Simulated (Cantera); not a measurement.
Input: 1 mol (CH3)2SiCl2, 4 mol H2, held at 1600 °C and 0.133 bar.

These are equilibrium values from Cantera (NASA tables, ideal gas, pure condensed phases), not measurements of a reactor. Candidate condensed phases: C, C6H6, C7H8, C8H18, Si, SiC; 109 gas species. The feed counts by its element totals alone. The tables' values for SiCl3, SiCl are old estimates; treat these amounts as uncertain. The numbers say what is thermodynamically allowed, not how fast it happens.

Base state: H2 0.756, HCl 0.235, SiCl2 0.00680, H 0.00154, Cl 0.000362, SiCl3 0.000249, C2H2 (acetylene) 0.000236, CH4 4.64e-5 (mole fractions); condensed: C(graphite) + SiC(s).

**Question.** What changes in the equilibrium state with this change: H2 from 4 to 35 mol?

**Answer.** 
```json
[
 {"species": "H2", "before": "0.756", "after": "0.947"},
 {"species": "HCl", "before": "0.235", "after": "0.0507"},
 {"species": "H", "before": "0.00154", "after": "0.00172"},
 {"species": "SiCl2", "before": "0.00680", "after": "0.000252"},
 {"species": "SiCl4", "before": "1.29e-5", "after": "1.77e-8"},
 {"species": "SiCl3", "before": "0.000249", "after": "1.78e-6"},
 {"species": "SiHCl3", "before": "1.23e-5", "after": "9.87e-8"},
 {"species": "SiCl", "before": "1.24e-5", "after": "2.38e-6"},
 {"species": "Cl", "before": "0.000362", "after": "6.97e-5"},
 {"species": "C(graphite), mol", "before": "1.05", "after": "0.984"},
 {"species": "SiC(s), mol", "before": "0.943", "after": "0.990"}
]
```
